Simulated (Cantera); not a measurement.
**Adiabatic ignition**

An adiabatic, constant-pressure homogeneous reactor starts with C3H8 : O2 : N2 : CO2 = 1 : 12.8 : 48.2 : 0.084 (molar parts), equivalence ratio 0.39, at 1648 K and 5.00 bar.

Cantera simulation using GRI-Mech 3.0 (53 species, 325 reactions); the numbers are that mechanism's predictions, not measurements. GRI-Mech 3.0 was tuned for natural gas; its chemistry of propane as a main component is partial and can be far from experiment.

| t (s) | T (K) | x C3H8 | x O2 | x HCO | x C2H | x C2H6 | x H | x CH2 |
|---|---|---|---|---|---|---|---|---|
| 2.00e-6 | 1640 | 0.0136 | 0.205 | 8.36e-7 | 2.12e-10 | 0.000153 | 3.49e-5 | 9.79e-7 |
| 9.71e-6 | 2074 | <1e-12 | 0.133 | 1.15e-6 | 1.98e-9 | 1.67e-11 | 0.00300 | 1.40e-6 |
| 4.72e-5 | 2410 | <1e-12 | 0.122 | 9.61e-10 | <1e-12 | <1e-12 | 0.000436 | <1e-12 |
| 0.000229 | 2446 | <1e-12 | 0.122 | 2.14e-10 | <1e-12 | <1e-12 | 0.000167 | <1e-12 |
| 0.00111 | 2443 | <1e-12 | 0.121 | 2.09e-10 | <1e-12 | <1e-12 | 0.000164 | <1e-12 |
| 0.00540 | 2434 | <1e-12 | 0.119 | 1.92e-10 | <1e-12 | <1e-12 | 0.000155 | <1e-12 |
| 0.0262 | 2420 | <1e-12 | 0.115 | 1.68e-10 | <1e-12 | <1e-12 | 0.000141 | <1e-12 |
| 0.127 | 2419 | <1e-12 | 0.115 | 1.66e-10 | <1e-12 | <1e-12 | 0.000139 | <1e-12 |
| 0.618 | 2419 | <1e-12 | 0.115 | 1.66e-10 | <1e-12 | <1e-12 | 0.000139 | <1e-12 |
| 3.00 | 2419 | <1e-12 | 0.115 | 1.66e-10 | <1e-12 | <1e-12 | 0.000139 | <1e-12 |
x: mole fraction; the columns are a selection and need not sum to one.

The time of steepest temperature rise comes out as 8.42 µs, the temperature at 3.00 s is 2419 K and the equilibrium temperature is 2419 K. The x(C3H8) at 3.00 s is <1e-12 (gas-phase equilibrium <1e-12). The x(O2) at 3.00 s is 0.115 (gas-phase equilibrium 0.115) and the x(HCO) at 3.00 s is 1.66e-10 (gas-phase equilibrium 1.66e-10).
